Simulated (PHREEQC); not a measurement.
A PHREEQC input (ion-association model, phreeqc.dat):

```
SOLUTION 1
  temp 51
  units g/L
  pH 7.83
  pe 8.4
  Na 514
  K 144
  Ca 92.1
  Mg 45.4
  Cl 133
  S(6) 1100 as SO4
  Alkalinity 548 as HCO3
  Si 12.7 as SiO2
  Pb 0.739
END
USE solution 1
EQUILIBRIUM_PHASES 1
  Chalcedony 0 0
  Gypsum 0 0
  CO2(g) -3.4 10
END
```

It stops with these messages:

```
ERROR: Solute mass exceeds solution mass in conversion from /kgs to /kgw.
ERROR: Program terminating due to input errors.
```

The fault: the units line changed with the numbers kept. The line should read `units mg/kgw` where the input has `units g/L`. With the mend the run ends at pH 9.03 and ionic strength 0.0417 mol/kgw.
